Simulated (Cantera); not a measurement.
# Transport properties of process gases

Gas mixture: 75.8 % CH4, 24.2 % NH3, at 0.0263 atm, frozen composition.

Cantera's kinetic-theory transport with the Lennard-Jones parameters of GRI-Mech 3.0, ideal gas; thermal conductivity in the multicomponent form. Polar gases are described roughly by these parameters. The composition is frozen, though it would react at the higher temperatures.

| T (K) | ρ (kg/m³) | cp (J/kg/K) | μ (µPa s) | λ (mW/m/K) | Pr | D (cm²/s) O | D (cm²/s) CH3 | D (cm²/s) NH3 |
|---|---|---|---|---|---|---|---|---|
| 400 | 0.0131 | 2461 | 14.3 | 49.9 | 0.706 | 21.5 | 14.8 | 14.7 |
| 650 | 0.00803 | 3293 | 21.1 | 97.2 | 0.715 | 49.8 | 34.8 | 36.3 |
| 900 | 0.00580 | 4006 | 26.9 | 149 | 0.722 | 86.4 | 60.9 | 64.9 |
| 1150 | 0.00454 | 4596 | 32.0 | 202 | 0.728 | 130 | 92.3 | 99.4 |
| 1400 | 0.00373 | 5046 | 36.8 | 254 | 0.731 | 181 | 128 | 139 |
| 1650 | 0.00316 | 5395 | 41.1 | 303 | 0.733 | 238 | 169 | 184 |
| 1900 | 0.00275 | 5667 | 45.3 | 349 | 0.734 | 301 | 214 | 233 |
| 2150 | 0.00243 | 5882 | 49.2 | 393 | 0.735 | 369 | 263 | 287 |
D: mixture-averaged diffusion coefficient of that species in the mixture.
